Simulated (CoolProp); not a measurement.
A single-stage vapour-compression cycle with the fluid: evaporating at 301.15 K (dew point), condensing at 352.15 K (bubble point), superheat 10 K, subcooling 0 K, compressor efficiency 0.65, no pressure losses. The same conditions are run with several fluids, on thermodynamics alone (safety and materials aside).

Computed with CoolProp (reference Helmholtz-energy equation of state of each fluid (R1336mzz(E): Akasaka 2023; sulfur dioxide: Gao 2016; neopentane: Lemmon 2006; R236FA: Pan 2012; R227EA: Lemmon 2016; R245ca: Zhou 2016)).

**Question.** Rank R1336mzz(E), sulfur dioxide, neopentane, R236FA, R227EA, R245ca by cooling COP, highest first.

**Answer.** sulfur dioxide (3.07), R245ca (2.98), neopentane (2.78), R1336mzz(E) (2.65), R236FA (2.61), R227EA (2.13)

```
fluid           pressure ratio  discharge temperature (K)  refrigerating effect (kJ/kg)  volumetric capacity (kJ/m³)
--------------  --------------  -------------------------  ----------------------------  ---------------------------
R1336mzz(E)               4.32                      360.7                          85.1                         1250
sulfur dioxide            4.06                      456.4                           286                         3280
neopentane                3.82                      356.5                           191                         1070
R236FA                    4.06                      361.5                          85.2                         1650
R227EA                    3.65                      357.9                          52.2                         1960
R245ca                    4.95                      365.6                           139                          840
```
